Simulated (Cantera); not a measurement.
## Stirred combustor or abatement burner

A perfectly stirred reactor is fed with CH4 : C2H6 : O2 : N2 = 1 : 0.42 : 2.67 : 10 (molar parts), equivalence ratio 1.3, at 7.10 bar; it is adiabatic with a 748 K inlet, and is followed from long to short residence time, starting on the burning branch (τ in s: 0.08, 0.041, 0.021, 0.011, 0.0055, 0.0028, 0.0014, 0.00074, 0.00038, 0.00019, 0.0001, 5.1e-05).

Cantera simulation using GRI-Mech 3.0 (53 species, 325 reactions); the numbers are that mechanism's predictions, not measurements.

```csv
τ (s),T (K),x CH4,x C2H6,x O2,x H2,x O
0.080,2408,4.71e-6,2.24e-8,5.96e-5,0.0379,2.51e-5
0.041,2407,8.47e-6,4.34e-8,7.33e-5,0.0379,2.71e-5
0.021,2405,1.46e-5,8.36e-8,9.78e-5,0.0380,3.07e-5
0.011,2403,2.33e-5,1.57e-7,0.000138,0.0380,3.65e-5
0.0055,2399,3.62e-5,3.04e-7,0.000211,0.0380,4.66e-5
0.0028,2394,5.28e-5,5.74e-7,0.000326,0.0380,6.25e-5
0.0014,2387,7.52e-5,1.09e-6,0.000517,0.0380,8.81e-5
0.00074,2378,0.000103,1.96e-6,0.000794,0.0380,0.000123
0.00038,2366,0.000146,3.59e-6,0.00124,0.0381,0.000174
0.00019,2350,0.000221,6.82e-6,0.00200,0.0382,0.000243
0.00010,2330,0.000344,1.26e-5,0.00316,0.0383,0.000315
5.1e-5,2300,0.000605,2.55e-5,0.00533,0.0383,0.000384
```
x: mole fraction; the columns are a selection and need not sum to one.
